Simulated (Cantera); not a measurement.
Cantera run:

```python
import numpy as np
import cantera as ct

gas_names = """
    C CH CH2 CH3 CH2OH CH3O CH4 CH3OH CN CO CO2 COOH C2 C2H CHCO,ketyl C2H2,acetylene C2H2,vinylidene
    CH2CO,ketene C2H3,vinyl CH3CN CH3CO,acetyl C2H4 C2H4O,ethylen CH3CHO,ethanal CH3COOH (HCOOH)2 C2H5
    C2H6 CH3OCH3 C2H5OH CCN CNC C2N2 C2O C3 C3H3,propargyl C3H4,allene C3H4,propyne C3H4,cyclo-
    C3H5,allyl C3H6,propylene C3H6,cyclo- C3H6O C3H7,n-propyl C3H7,i-propyl C3H8 C3H8O,1propanol
    C3H8O,2propanol C3O2 C4 C4H2 C4H4,1,3-cyclo- C4H6,butadiene C4H6,2-butyne C4H6,cyclo- C4H8,1-butene
    C4H8,cis2-buten C4H8,tr2-butene C4H8,isobutene C4H8,cyclo- (CH3COOH)2 C4H9,n-butyl C4H9,i-butyl
    C4H9,s-butyl C4H9,t-butyl C4H10,isobutane C4H10,n-butane C4N2 C5 C5H6,1,3cyclo- C5H8,cyclo-
    C5H10,1-pentene C5H10,cyclo- C5H11,pentyl C5H11,t-pentyl C5H12,n-pentane C5H12,i-pentane
    CH3C(CH3)2CH3 C6H2 C6H5,phenyl C6H5O,phenoxy C6H6 C6H5OH,phenol C6H10,cyclo- C6H12,1-hexene
    C6H12,cyclo- C6H13,n-hexyl C7H7,benzyl C7H8 C7H8O,cresol C7H14,1-heptene C7H15,n-heptyl
    C7H16,n-heptane C8H8,styrene C8H10,ethylbenz C8H16,1-octene C8H17,n-octyl C8H18,isooctane
    C8H18,n-octane C9H19,n-nonyl C10H8,naphthale C10H21,n-decyl C12H9,o-bipheny C12H10,bipheny Fe FeC5O5
    FeO Fe(OH)2 H HCN HCO HCCN HNC HNCO HNO HNO2 HNO3 HO2 H2 HCHO,formaldehy HCOOH H2O H2O2 N NCO NH NH2
    NH3 NH2OH NO NO2 NO3 N2 N2H2 N2H4 N2O O OH O2 O3
""".split()
cond_names = """
    C(gr) C6H6(L) C7H8(L) C8H18(L),n-octa Fe(a) Fe(c) Fe(d) Fe(L) FeC5O5(L) FeO(s) FeO(L) Fe(OH)2(s)
    Fe(OH)3(s) Fe2O3(s) Fe3O4(s) H2O(s) H2O(L)
""".split()


def load(file, names, dense=False):
    # The tables refer to 1 bar. Condensed volumes are neglected.
    table = {s.name: s for s in ct.Species.list_from_file(file)}
    out = []
    for n in names:
        d = dict(table[n].input_data)
        d["thermo"] = dict(d["thermo"], **{"reference-pressure": 1e5})
        if dense:
            d["equation-of-state"] = {"model": "constant-volume", "density": "1e6 g/cm^3"}
        out.append(ct.Species.from_dict(d))
    return out


gas = ct.Solution(thermo="ideal-gas", species=load("nasa_gas.yaml", gas_names))
cond = {s.name: ct.Solution(thermo="fixed-stoichiometry", species=[s], name=s.name)
        for s in load("nasa_condensed.yaml", cond_names, dense=True)}
atoms = {
    'Fe(CO)5': {'Fe': 1, 'C': 5, 'O': 5},
    'H2': {'H': 2},
    'N2': {'N': 2},
}
top_T = {'C(gr)': 4500, 'Fe2O3(s)': 1830, 'Fe3O4(s)': 1870}  # K; cautious upper limits of use, not melting points


def equilibrate(T, P, feed):
    n = {}
    for name, mol in feed.items():
        for a, k in atoms[name].items():
            n[a] = n.get(a, 0.0) + k * mol
    gas.TPX = T, P, n
    mass = sum(n.values()) * gas.mean_molecular_weight
    gas.equilibrate("TP")
    valid = [c for c in cond.values() if c.min_temp <= T <= top_T.get(c.name, c.max_temp)]
    mix = ct.Mixture([(gas, mass / gas.mean_molecular_weight)] + [(c, 0.0) for c in valid])
    mix.T, mix.P = T, P
    mix.equilibrate("TP", solver="vcs", rtol=1e-11, max_steps=5000)
    return mix


results = []
feed = {'Fe(CO)5': 1, 'H2': 1.6, 'N2': 5.2}  # mol
P = 580  # Pa
for T in [1173, 1223, 1273, 1323, 1373, 1423, 1473, 1523, 1573, 1623]:
    mix = equilibrate(T, P, feed)
    results.append((T, P, feed, dict(zip(mix.species_names, mix.species_moles))))

top = {s: max(r[3][s] / sum(r[3][g] for g in gas_names) for r in results) for s in gas_names}
cols = sorted((s for s in top if top[s] > 1e-05), key=lambda s: -top[s])[:9]
seen = [c for c in cond_names if any(r[3].get(c, 0) > 1e-12 for r in results)]
print("log10 of partial pressures in bar; condensed amounts in mol")
print(f"{'T/K':>10s}" + "".join(f"{s[:9]:>10s}" for s in cols + seen))
for T, P, feed, n in results:
    ng = sum(n[g] for g in gas_names)
    print(f"{T:10.4g}" + "".join(f"{np.log10(max(n[s] / ng * P / 1e5, 1e-99)):10.3f}" for s in cols)
          + "".join(f"{n.get(c, 0):10.4g}" for c in seen))
```

Result:

```
log10 of partial pressures in bar; condensed amounts in mol
       T/K        N2        CO        H2         H        Fe       CO2       HCN       H2O     C(gr)     Fe(a)     Fe(c)
      1173    -2.592    -2.610    -3.104    -8.481   -10.707    -6.774    -7.109    -7.164 0.0002986         1         0
      1223    -2.592    -2.610    -3.104    -8.074    -9.976    -7.043    -6.905    -7.373         0         0         1
      1273    -2.592    -2.610    -3.104    -7.699    -9.303    -7.089    -6.919    -7.365         0         0         1
      1323    -2.592    -2.610    -3.104    -7.352    -8.682    -7.128    -6.935    -7.354         0         0         1
      1373    -2.592    -2.610    -3.104    -7.030    -8.108    -7.162    -6.950    -7.343         0         0         1
      1423    -2.592    -2.610    -3.104    -6.730    -7.574    -7.194    -6.964    -7.333         0         0    0.9999
      1473    -2.592    -2.610    -3.104    -6.450    -7.078    -7.223    -6.977    -7.324         0         0    0.9998
      1523    -2.592    -2.610    -3.105    -6.188    -6.615    -7.250    -6.989    -7.316         0         0    0.9995
      1573    -2.593    -2.610    -3.105    -5.943    -6.182    -7.275    -7.000    -7.309         0         0    0.9987
      1623    -2.593    -2.610    -3.105    -5.713    -5.777    -7.298    -7.010    -7.302         0         0    0.9966
```

These are equilibrium values from Cantera (NASA tables, ideal gas, pure condensed phases), not measurements of a reactor.
